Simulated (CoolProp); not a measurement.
A closed Brayton cycle with dry air: compressor inlet 327.15 K and 6.8 MPa, high pressure 22.9 MPa, turbine inlet 985 K, compressor efficiency 0.85, turbine efficiency 0.9, recuperator effectiveness 0.8 (on enthalpy, no pinch check). Each further row changes one setting.

Computed with CoolProp (reference Helmholtz-energy equation of state, Lemmon 2000). It is a pseudo-pure fit of the blend.

| case | thermal efficiency (%) | net work (kJ/kg) | compressor to turbine work | compressor exit (K) | turbine exit (K) |
|---|---|---|---|---|---|
| as stated | 32.6 | 110 | 0.61 | 488.0 | 746.4 |
| turbine inlet 935 K | 30.4 | 95.7 | 0.64 | 488.0 | 706.6 |
| compressor inlet 337.15 K | 31.3 | 104 | 0.62 | 502.6 | 746.4 |
| high pressure 19.5 MPa | 32.8 | 104 | 0.58 | 463.5 | 774.4 |
| recuperator effectiveness 0.5 | 26.1 | 110 | 0.61 | 488.0 | 746.4 |
